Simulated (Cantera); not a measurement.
Input (Python, Cantera) and output of one run.

```python
import numpy as np
import cantera as ct

gas_names = """
    CL CL2 H HCL H2 N NH NH2 NH3 N2 N2H2 N2H4 Si SiCL SiCL2 SiCL3 SiCL4 SiH SiHCL3 SiH2 SiH2CL2 SiH3
    SiH3CL SiH4 SiN Si2 Si2N Si3
""".split()
cond_names = """
    NH4CL(a) NH4CL(b) Si(cr) Si(L) Si3N4(a)
""".split()


# ... load() reads the species with a 1 bar reference pressure and builds the phases ...
atoms = {
    'SiHCl3': {'Si': 1, 'H': 1, 'CL': 3},
    'N2': {'N': 2},
    'H2': {'H': 2},
}
top_T = {'Si3N4(a)': 2400}  # K; cautious upper limits of use, not melting points


# ... equilibrate(T, P, feed) seeds the gas with the atoms and calls Mixture.equilibrate('TP', solver="vcs", rtol=1e-11, max_steps=5000) ...
results = []
feed = {'SiHCl3': 1, 'N2': 78, 'H2': 1.2}  # mol
T = 1373.15  # K
for P in [5, 21, 85, 350, 1400, 5900, 24000, 100000]:
    mix = equilibrate(T, P, feed)
    results.append((T, P, feed, dict(zip(mix.species_names, mix.species_moles))))
    x = sorted(zip(gas.X, gas.species_names), reverse=True)
    print(f"T = {T:g} K  P = {P:g} Pa  gas = {mix.phase_moles(0):.4g} mol")
    print("   x: " + "  ".join(f"{s} {v:.3e}" for v, s in x if v > 1e-06))
    print("   condensed (mol): " + ("  ".join(f"{mix.phase(i).name} {mix.phase_moles(i):.4g}"
          for i in range(1, mix.n_phases) if mix.phase_moles(i) > 1e-12) or "none"))
```

Output:

```
T = 1373.15 K  P = 5 Pa  gas = 81.08 mol
   x: N2 9.605e-01  HCL 1.661e-02  H2 1.264e-02  SiCL2 1.007e-02  SiCL3 6.410e-05  CL 5.776e-05  H 5.305e-05  SiCL 3.097e-06  SiCL4 1.887e-06  Si 1.249e-06
   condensed (mol): Si3N4(a) 0.05937
T = 1373.15 K  P = 21 Pa  gas = 80.95 mol
   x: N2 9.605e-01  HCL 2.120e-02  H2 1.039e-02  SiCL2 7.671e-03  SiCL3 1.410e-04  CL 3.970e-05  H 2.347e-05  SiCL4 1.198e-05
   condensed (mol): Si3N4(a) 0.1222
T = 1373.15 K  P = 85 Pa  gas = 80.83 mol
   x: N2 9.606e-01  HCL 2.534e-02  H2 8.358e-03  SiCL2 5.358e-03  SiCL3 2.639e-04  SiCL4 6.010e-05  CL 2.628e-05  H 1.046e-05  SiHCL3 1.255e-06
   condensed (mol): Si3N4(a) 0.1802
T = 1373.15 K  P = 350 Pa  gas = 80.71 mol
   x: N2 9.608e-01  HCL 2.851e-02  H2 6.804e-03  SiCL2 3.244e-03  SiCL3 4.044e-04  SiCL4 2.330e-04  CL 1.615e-05  H 4.653e-06  SiHCL3 3.520e-06
   condensed (mol): Si3N4(a) 0.2288
T = 1373.15 K  P = 1400 Pa  gas = 80.61 mol
   x: N2 9.611e-01  HCL 3.016e-02  H2 6.003e-03  SiCL2 1.633e-03  SiCL4 5.951e-04  SiCL3 4.585e-04  CL 9.097e-06  SiHCL3 7.496e-06  H 2.185e-06
   condensed (mol): Si3N4(a) 0.2609
T = 1373.15 K  P = 5900 Pa  gas = 80.55 mol
   x: N2 9.615e-01  HCL 3.050e-02  H2 5.850e-03  SiCL4 1.058e-03  SiCL2 6.563e-04  SiCL3 3.875e-04  SiHCL3 1.284e-05  CL 4.539e-06  H 1.051e-06
   condensed (mol): Si3N4(a) 0.2766
T = 1373.15 K  P = 24000 Pa  gas = 80.51 mol
   x: N2 9.619e-01  HCL 3.003e-02  H2 6.088e-03  SiCL4 1.466e-03  SiCL3 2.758e-04  SiCL2 2.399e-04  SiHCL3 1.880e-05  CL 2.172e-06
   condensed (mol): Si3N4(a) 0.2797
T = 1373.15 K  P = 100000 Pa  gas = 80.49 mol
   x: N2 9.622e-01  HCL 2.917e-02  H2 6.521e-03  SiCL4 1.829e-03  SiCL3 1.797e-04  SiCL2 8.161e-05  SiHCL3 2.588e-05
   condensed (mol): Si3N4(a) 0.2765
```

Method: chemical equilibrium by Gibbs-energy minimisation in Cantera with the NASA 1993 tables (ideal gas, pure condensed phases). N2 is the only nitrogen source here; it is nearly inert below about 1500 K, so the nitride shown seldom forms there in practice. The tables' values for SiCl3 are old estimates; treat these amounts as uncertain.
